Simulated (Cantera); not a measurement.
Source: NASA polynomial tables (part measured, part estimated), evaluated in Cantera. Values are per mole of reaction as written; species without (g) are pure solids or liquids, kept so even where they would boil at 1 bar. VN: taken at fixed stoichiometry.

3 VO2(g) + 3 N(g) ⇌ 2 O3(g) + 3 VN

```tsv
T (K)	ΔH° (kJ)	ΔS° (J/K)	ΔG° (kJ)	log10 K
1373	___	___	___	___
1473	___	___	___	___
1573	-1039.3	-615.4	-71.4	2.37
1673	-1032.5	-611.1	-10.0	0.31
1773	___	___	___	___
1873	-1016.9	-602.3	111.3	-3.10
1973	___	___	___	___
2073	-998.4	-593.0	230.9	-5.82
```

Problem. What belongs in the gaps?

Solution. 
- 1373, ΔH° (kJ): -1051.3
- 1373, ΔS° (J/K): -623.5
- 1373, ΔG° (kJ): -195.3
- 1373, log10 K: 7.43
- 1473, ΔH° (kJ): -1045.6
- 1473, ΔS° (J/K): -619.5
- 1473, ΔG° (kJ): -133.1
- 1473, log10 K: 4.72
- 1773, ΔH° (kJ): -1025.0
- 1773, ΔS° (J/K): -606.8
- 1773, ΔG° (kJ): 50.9
- 1773, log10 K: -1.50
- 1973, ΔH° (kJ): -1008.0
- 1973, ΔS° (J/K): -597.7
- 1973, ΔG° (kJ): 171.3
- 1973, log10 K: -4.54
